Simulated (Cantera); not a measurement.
A closed system holds: 1 mol AlN, a varied amount of HCl, 1.2 mol H2, at 902 °C and 1 atm.

Method: chemical equilibrium by Gibbs-energy minimisation in Cantera with the NASA 1993 tables (ideal gas, pure condensed phases). Candidate condensed phases: Al, AlCl3, AlN, NH4Cl; 20 gas species. Equilibrium is a limit: real reactors are often held back by kinetics, nucleation or transport.

x: gas mole fraction; n: condensed amount in mol.

```csv
n(HCl) (mol),x H2,x HCl,x AlCl3,x N2,n AlN(s)
0.025,0.982,0.0153,0.00171,0.000853,0.998
0.03,0.979,___,___,___,0.997
0.034,0.977,0.0193,0.00274,0.00137,0.997
0.04,0.973,0.0218,0.00350,0.00175,0.996
0.047,0.969,0.0244,0.00442,0.00221,0.994
0.054,0.965,0.0269,0.00539,0.00269,0.993
0.063,0.960,0.0299,0.00667,0.00333,0.992
0.074,0.954,0.0332,0.00829,0.00414,0.989
0.086,0.948,___,___,___,0.987
0.1,0.941,0.0401,0.0123,0.00613,0.984
0.12,0.932,0.0447,0.0154,0.00770,0.980
0.14,0.923,0.0488,0.0185,0.00927,0.975
0.16,0.915,0.0525,0.0217,0.0108,0.970
```

### Question
Fill in the missing entries.

### Answer

- 0.086, x HCl: 0.0365
- 0.086, x AlCl3: 0.0101
- 0.086, x N2: 0.00505
- 0.03, x HCl: 0.0176
- 0.03, x AlCl3: 0.00227
- 0.03, x N2: 0.00113
